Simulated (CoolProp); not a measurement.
A simple Rankine cycle with R227EA: condensing at 292.15 K, boiler at 1.58 MPa, turbine inlet 360.9 K, turbine efficiency 0.75, pump efficiency 0.7, no recuperator. Each further row changes one setting.

The numbers come from the reference Helmholtz-energy equation of state, Lemmon 2016 in CoolProp.

| case | thermal efficiency (%) | net work (kJ/kg) | heat in (kJ/kg) | turbine exit temperature (K) | volume ratio over the turbine |
|---|---|---|---|---|---|
| as stated | [?] | [?] | 161 | 328.6 | 4.79 |
| turbine inlet 380.9 K | 8.5 | 15.5 | 182 | 350.8 | 4.55 |
| condensing temperature 284.15 K | 9.8 | [?] | 170 | [?] | 6.26 |
| boiler pressure 1.11 MPa | 6.8 | 11.5 | 168 | 339.1 | 3.11 |
| turbine efficiency 0.65 | [?] | 11.9 | 161 | 330.9 | 4.83 |

Problem. What belongs in the gaps?

Solution. 
- as stated, thermal efficiency (%): 8.7
- as stated, net work (kJ/kg): 13.9
- condensing temperature 284.15 K, net work (kJ/kg): 16.7
- condensing temperature 284.15 K, turbine exit temperature (K): 324.1
- turbine efficiency 0.65, thermal efficiency (%): 7.4
